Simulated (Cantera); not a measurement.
Charge: 1 mol Hg, 9.3 mol H2, 0.93 mol N2, at 1275 K and 0.430 bar.

These are equilibrium values from Cantera (NASA tables, ideal gas, pure condensed phases), not measurements of a reactor. Candidate condensed phases: Hg; 10 gas species. Kinetics and transport are ignored.

Base state: H2 0.828, Hg 0.0890, N2 0.0828, NH3 1.28e-5 (mole fractions); condensed: gas only.

Problem. What changes in the equilibrium state with this change: Hg replaced by Pb?

Solution. 
```tsv
species	before	after
H2	0.828	0.905
N2	0.0828	0.0905
Pb	0	0.00439
Hg	0.0890	0
NH3	1.28e-5	1.53e-5
Pb(l), mol	0	0.955
```
Further candidate phases: Pb.

Problem. What changes in the equilibrium state with this change: Hg replaced by PbO?

Solution. 
```json
[
 {"species": "H2", "before": "0.828", "after": "0.808"},
 {"species": "H2O", "before": "0", "after": "0.0973"},
 {"species": "N2", "before": "0.0828", "after": "0.0905"},
 {"species": "Hg", "before": "0.0890", "after": "0"},
 {"species": "Pb", "before": "0", "after": "0.00439"},
 {"species": "NH3", "before": "1.28e-5", "after": "1.29e-5"},
 {"species": "Pb(l), mol", "before": "0", "after": "0.955"}
]
```
Further candidate phases: H2O, Pb, PbO, PbO2, Pb3O4.

Problem. What changes in the equilibrium state with this change: Hg replaced by HgO?

Solution. 
```
species   before    after
-------  -------  -------
H2         0.828    0.739
H2O            0   0.0890
Hg        0.0890   0.0890
NH3      1.28e-5  1.08e-5
N2        0.0828   0.0828
```
Further candidate phases: H2O, HgO.
